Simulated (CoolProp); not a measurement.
Vapour-liquid equilibrium of n-heptane (1) + p-xylene (2) at 360.3 K; x and y are mole fractions of (1).

Computed with CoolProp (multi-fluid Helmholtz-energy mixture model, Span 2003 and Zhou 2012; pair parameters Bell 2016).

| x | bubble pressure (MPa) | y at the bubble point | dew pressure at overall composition x (MPa) | liquid density (mol/L) |
|---|---|---|---|---|
| 0.05 | 0.02404 | 0.189 | 0.02128 | 7.476 |
| 0.15 | 0.03058 | 0.423 | 0.02319 | 7.330 |
| 0.25 | 0.03643 | 0.566 | 0.02546 | 7.187 |
| 0.35 | 0.04177 | 0.664 | 0.02820 | 7.049 |
| 0.45 | 0.04675 | 0.739 | 0.03154 | 6.914 |
| 0.55 | 0.05149 | 0.800 | 0.03569 | 6.783 |
| 0.65 | 0.05607 | 0.852 | 0.04091 | 6.656 |
| 0.75 | 0.06059 | 0.898 | 0.04754 | 6.531 |
| 0.85 | 0.06510 | 0.941 | 0.05589 | 6.410 |
| 0.95 | 0.06965 | 0.981 | 0.06614 | 6.293 |

No azeotrope shows between x = 0.05 and 0.95.

The pair parameters rest on a limited set of measurements; away from them the model extrapolates.
